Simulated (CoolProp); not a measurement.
Vapour-liquid equilibrium of CHF3 (R23) (1) + C2F6 (R116) (2) at 3.69 bar; x and y are mole fractions of (1).

Computed with CoolProp (multi-fluid Helmholtz-energy mixture model, Penoncello 2003 and Lemmon 2006; pair parameters Bell 2016).

```tsv
x	bubble temperature, mixture model (K)	bubble temperature, Raoult's law (K)	y, mixture model	y, Raoult's law
0.05	219.6	222.7	0.158	0.064
0.15	215.4	222.0	0.341	0.186
0.25	213.3	221.3	0.438	0.301
0.35	212.2	220.7	0.498	0.410
0.45	211.7	220.0	0.541	0.513
0.55	211.4	219.4	0.577	0.612
0.65	211.4	218.8	0.615	0.705
0.75	211.8	218.3	0.665	0.794
0.85	212.7	217.7	0.741	0.879
0.95	215.0	217.2	0.882	0.961
```

The largest gap from Raoult's law is -8.5 K in bubble temperature, at x = 0.35. y crosses x between x = 0.55 and 0.65: the model has an azeotrope there.

The pair parameters rest on a limited set of measurements; away from them the model extrapolates.
